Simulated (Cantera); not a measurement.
A closed system holds: 1 mol C2H4, 0.13 mol CO2, 0.25 mol N2, 6.9 mol H2, held at 2275 K and 1.00 bar.

Cantera equilibrium calculation (NASA polynomials, part measured and part estimated; ideal gas, pure solids and liquids). Candidate condensed phases: C, C6H6, C7H8, C8H18, H2O; 136 gas species. Equilibrium is a limit: real reactors are often held back by kinetics, nucleation or transport.

Base state: H2 0.931, CO 0.0275, N2 0.0234, H 0.00819, HCN 0.00563, C2H2 (acetylene) 0.00355, HNC 0.000495, CH4 0.000195 (mole fractions); condensed: C(graphite).

### Question
What changes in the equilibrium state with this change: temperature from 2275 K to 1723.15 K?

### Answer
```json
[
 {"species": "H2", "before": "0.931", "after": "0.944"},
 {"species": "CO", "before": "0.0275", "after": "0.0276"},
 {"species": "N2", "before": "0.0234", "after": "0.0262"},
 {"species": "H", "before": "0.00819", "after": "0.000177"},
 {"species": "HCN", "before": "0.00563", "after": "0.000653"},
 {"species": "C2H2 (acetylene)", "before": "0.00355", "after": "8.56e-5"},
 {"species": "HNC", "before": "0.000495", "after": "2.07e-5"},
 {"species": "H2O", "before": "1.15e-6", "after": "1.11e-5"},
 {"species": "CH3", "before": "3.24e-5", "after": "3.42e-6"},
 {"species": "C(graphite), mol", "before": "1.74", "after": "1.85"}
]
```
